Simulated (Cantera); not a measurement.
A closed system holds: 1 mol ZrO₂, 360 mol H₂, at 1798.15 K and 360000 Pa.

Method: chemical equilibrium by Gibbs-energy minimisation in Cantera with the NASA 1993 tables (ideal gas, pure condensed phases). Candidate condensed phases: H₂O, Zr, ZrO₂; 12 gas species. The numbers say what is thermodynamically allowed, not how fast it happens.

Question: What is the equilibrium state?

Answer: 
| Property | Result |
|---|---|
| x(H₂) | 1.000 |
| x(H) | 0.000186 |
| n(ZrO₂(tetragonal)) | 1.000 mol |
| gas amount | 360.0 mol |
